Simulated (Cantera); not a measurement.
Feed: 1 mol CuO, 160 mol H2, equilibrated at 1500 Pa.

Equilibrium computed with Cantera from the NASA thermochemical tables; the gas is ideal and each condensed phase is pure. Candidate condensed phases: Cu, CuO, Cu(OH)2, Cu2O, H2O; 12 gas species. The numbers say what is thermodynamically allowed, not how fast it happens. All values below are at 1075 °C.

Base state: H2 0.994, H2O 0.00625, Cu 3.12e-5, H 1.88e-5 (mole fractions); condensed: Cu(s).

Task: What changes in the equilibrium state with this change: CuO replaced by NiS?

Result: 
| species | before | after |
|---|---|---|
| H2 | 0.994 | 0.994 |
| H2S | 0 | 0.00612 |
| SH | 0 | 5.04e-5 |
| H2O | 0.00625 | 0 |
| Cu | 3.12e-5 | 0 |
| S2 | 0 | 3.73e-5 |
| H | 1.88e-5 | 1.88e-5 |
| Cu(s), mol | 0.995 | 0 |
| Ni(s), mol | 0 | 1.000 |
Further candidate phases: Ni, NiS, NiS2, Ni3S2, Ni3S4, S.
